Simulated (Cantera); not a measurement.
An adiabatic, constant-volume homogeneous reactor starts with 4.86 % CH4, 11.4 % O2, 82.1 % N2, 1.60 % H2O, equivalence ratio 0.85, at 1798 K and 10.0 bar.

Computed with Cantera and GRI-Mech 3.0 (53 species, 325 reactions).

One state of this run: T (K) = 2835; P (bar) = 16.0; x CH4 = <1e-12; x O2 = 0.0207; x C2H4 = <1e-12; x CH2 = <1e-12; x H2 = 0.00443; x HCO = 2.56e-8; x CH2CO = <1e-12. x: mole fraction; the columns are a selection and need not sum to one.

Task: Which value of t (s) does it belong to?
A) 1.00e-6
B) 6.96e-6
C) 4.84e-5
D) 2.64e-6

Result: C, 4.84e-5
